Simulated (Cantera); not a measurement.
A closed system holds: 1 mol SiO₂, 4.1 mol C, 1.1 mol CO, held at 1.00 bar.

These are equilibrium values from Cantera (NASA tables, ideal gas, pure condensed phases), not measurements of a reactor. Candidate condensed phases: C, Si, SiC, SiO₂; 20 gas species. The tables hold silica as quartz up to 1696 K and as liquid above; real silica turns to tridymite and cristobalite and melts near 1996 K. Equilibrium is a limit: real reactors are often held back by kinetics, nucleation or transport.

### Question
What share of the Si ends up in condensed phases as a function of T (K), at 800, 1000, 1200, 1400, 1600, 1800, 2000, 2200, 2400, 2600?

### Answer
```json
[
 {"T (K)": "800", "Si condensed (%)": "100.0", "as": "SiO₂(α-quartz)"},
 {"T (K)": "1000", "Si condensed (%)": "100.0", "as": "SiO₂(β-quartz)"},
 {"T (K)": "1200", "Si condensed (%)": "100.0", "as": "SiO₂(β-quartz)"},
 {"T (K)": "1400", "Si condensed (%)": "100.0", "as": "SiO₂(β-quartz)"},
 {"T (K)": "1600", "Si condensed (%)": "100.0", "as": "SiO₂(β-quartz)"},
 {"T (K)": "1800", "Si condensed (%)": "98.3", "as": "SiC(s)"},
 {"T (K)": "2000", "Si condensed (%)": "97.1", "as": "SiC(s)"},
 {"T (K)": "2200", "Si condensed (%)": "95.7", "as": "SiC(s)"},
 {"T (K)": "2400", "Si condensed (%)": "93.7", "as": "SiC(s)"},
 {"T (K)": "2600", "Si condensed (%)": "90.3", "as": "SiC(s)"}
]
```
